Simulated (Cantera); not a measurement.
## Low-pressure radical oxidation in H2/O2

An isothermal, constant-pressure homogeneous reactor starts with 8.84 % H₂, 91.2 % O₂, at 1073 K and 0.00570 bar.

Detailed kinetics in Cantera: the H2/O2 subset of GRI-Mech 3.0, which has no nitrogen chemistry. Radical loss at walls, strong at low pressure, is not modelled. The temperature is held fixed by assumption; the heat of reaction is taken as removed at once.

```
t (s)         x H₂   x O₂     x HO₂       x H      x OH       x O
--------  --------  -----  --------  --------  --------  --------
1.00e-6     0.0884  0.912  2.15e-12  2.14e-12    <1e-12    <1e-12
3.42e-6     0.0884  0.912  7.34e-12  7.28e-12    <1e-12    <1e-12
1.17e-5     0.0884  0.912  2.51e-11  2.44e-11    <1e-12    <1e-12
4.00e-5     0.0884  0.912  8.59e-11  7.91e-11  7.15e-12  7.69e-12
0.000137    0.0884  0.912  2.94e-10  2.45e-10  6.21e-11  7.78e-11
0.000468    0.0884  0.912   1.01e-9  9.76e-10  4.68e-10  7.79e-10
0.00160     0.0884  0.912   3.55e-9   2.07e-8   1.20e-8   2.30e-8
0.00548     0.0874  0.911   1.24e-6  0.000351  0.000201  0.000392
0.0187     0.00209  0.860   3.23e-6    0.0211   0.00329    0.0387
0.0641     0.00125  0.881   3.13e-6   0.00906   0.00255    0.0220
0.219     0.000288  0.902   2.19e-6  0.000935   0.00122   0.00486
0.750      2.71e-5  0.907   7.00e-7   2.70e-5  0.000375  0.000460
2.56       2.60e-6  0.907   1.27e-7   8.35e-7  0.000118   4.52e-5
8.77       3.64e-7  0.907   2.30e-8   4.52e-8   4.46e-5   6.48e-6
30.0       6.95e-8  0.907   5.15e-9   3.87e-9   1.96e-5   1.26e-6
```
x: mole fraction; the columns are a selection and need not sum to one.

Equilibrium at this temperature and pressure: H₂ 8.62e-10, O₂ 0.907, HO₂ 2.19e-9, H 5.48e-12, OH 2.20e-6, O 1.58e-8 (gas phase only).
